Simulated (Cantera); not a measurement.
Cantera run, input and output.

```python
import numpy as np
import cantera as ct

gas = ct.Solution("gri30.yaml")
gas.TPX = 1200, 120000, {'N2O': 1, 'N2': 0.25}
reactor = ct.IdealGasConstPressureReactor(gas, energy="off", clone=False)
net = ct.ReactorNet([reactor])
net.rtol, net.atol = 1e-08, 1e-18
show = ['N2O', 'N2', 'O2', 'NO2', 'NO', 'O']
times = np.geomspace(0.0002, 20, 14)

steps = ct.SolutionArray(gas, extra=["t"])
rows = []
print(f"{'t/s':>10s}{'T/K':>9s}{'P/Pa':>11s}" + "".join(f"{s:>11s}" for s in show))
for t in times:
    while net.time < t:
        t_next = net.step()
        steps.append(gas.state, t=t_next)
    rows.append([np.interp(t, steps.t, y) for y in (steps.T, steps.P, *steps(*show).X.T)])
    print(f"{t:10.3e}{rows[-1][0]:9.1f}{rows[-1][1]:11.4g}" + "".join(f"{x:11.3e}" for x in rows[-1][2:]))
rate = np.gradient(steps.T, steps.t)
print("integrator steps:", len(steps.t))
if steps.T.max() > steps.T[0] + 200:
    print(f"time of steepest temperature rise: {steps.t[rate.argmax()]:.4e} s")
gas.TPX = 1200, 120000, {'N2O': 1, 'N2': 0.25}
gas.equilibrate("TP")
print(f"equilibrium (TP): T = {gas.T:.1f} K  " + "  ".join(f"{s} {gas[s].X[0]:.3e}" for s in show))
```

Result:

```
       t/s      T/K       P/Pa        N2O         N2         O2        NO2         NO          O
 2.000e-04   1200.0    1.2e+05  7.998e-01  2.001e-01  4.786e-05  1.290e-09  1.122e-05  1.706e-06
 4.849e-04   1200.0    1.2e+05  7.996e-01  2.002e-01  1.182e-04  7.794e-09  2.769e-05  1.706e-06
 1.176e-03   1200.0    1.2e+05  7.991e-01  2.005e-01  2.886e-04  4.550e-08  6.759e-05  1.706e-06
 2.850e-03   1200.0    1.2e+05  7.978e-01  2.013e-01  7.009e-04  2.560e-07  1.640e-04  1.705e-06
 6.910e-03   1200.0    1.2e+05  7.947e-01  2.032e-01  1.696e-03  1.343e-06  3.962e-04  1.702e-06
 1.675e-02   1200.0    1.2e+05  7.872e-01  2.077e-01  4.085e-03  6.120e-06  9.506e-04  1.696e-06
 4.062e-02   1200.0    1.2e+05  7.695e-01  2.185e-01  9.738e-03  2.208e-05  2.253e-03  1.677e-06
 9.848e-02   1200.0    1.2e+05  7.291e-01  2.430e-01  2.268e-02  6.178e-05  5.197e-03  1.631e-06
 2.388e-01   1200.0    1.2e+05  6.434e-01  2.950e-01  5.016e-02  1.444e-04  1.128e-02  1.526e-06
 5.789e-01   1200.0    1.2e+05  4.888e-01  3.892e-01  1.001e-01  2.854e-04  2.162e-02  1.311e-06
 1.403e+00   1200.0    1.2e+05  2.800e-01  5.174e-01  1.685e-01  4.511e-04  3.361e-02  9.377e-07
 3.403e+00   1200.0    1.2e+05  9.905e-02  6.303e-01  2.296e-01  5.534e-04  4.050e-02  4.523e-07
 8.249e+00   1200.0    1.2e+05  1.438e-02  6.844e-01  2.595e-01  6.080e-04  4.114e-02  9.048e-08
 2.000e+01   1200.0    1.2e+05  2.314e-04  6.937e-01  2.646e-01  8.198e-04  4.073e-02  1.303e-08
integrator steps: 1101
equilibrium (TP): T = 1200.0 K  N2O 1.595e-08  N2 7.142e-01  O2 2.856e-01  NO2 4.697e-06  NO 2.183e-04  O 1.231e-08
```

Model: GRI-Mech 3.0 (53 species, 325 reactions), integrated in Cantera. GRI-Mech 3.0 was tuned for natural gas; its chemistry of N2O as a main component is partial and can be far from experiment. The mechanism lacks the step 2 NO + O2 → 2 NO2, which can matter for NO2 below about 1400 K. The temperature is held fixed by assumption; the heat of reaction is taken as removed at once.
